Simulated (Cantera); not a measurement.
An isothermal, constant-pressure homogeneous reactor starts with C2H6 : N2 = 1 : 2.3 (molar parts), at 1848 K and 7.05 Torr. Integrator tolerance rtol = 1e-08.

Computed with Cantera and GRI-Mech 3.0 (53 species, 325 reactions). GRI-Mech 3.0 stops at C3 and has no aromatics, soot or wall deposition, so with more carbon than oxygen in the feed, carbon stays in small species such as C2H2 where larger ones or solid carbon would form. Radical loss at walls, strong at low pressure, is not modelled.

Question: What does this change do: pressure from 7.05 Torr to 0.0900 Torr?

Answer: 
| quantity | before | after |
|---|---|---|
| x(C2H6) at 40.0 s | 3.36e-11 (gas-phase equilibrium 2.57e-11) | 1.24e-8 (gas-phase equilibrium <1e-12) |
| x(CH4) at 40.0 s | 3.39e-5 (gas-phase equilibrium 3.07e-5) | 0.00129 (gas-phase equilibrium 3.62e-7) |
| x(HCN) at 40.0 s | 0.000101 (gas-phase equilibrium 0.134) | 3.24e-5 (gas-phase equilibrium 0.132) |
| x(C2H2) at 40.0 s | 0.188 (gas-phase equilibrium 0.122) | 0.188 (gas-phase equilibrium 0.120) |
| x(CH3) at 40.0 s | 6.12e-6 (gas-phase equilibrium 5.54e-6) | 0.000243 (gas-phase equilibrium 5.92e-7) |
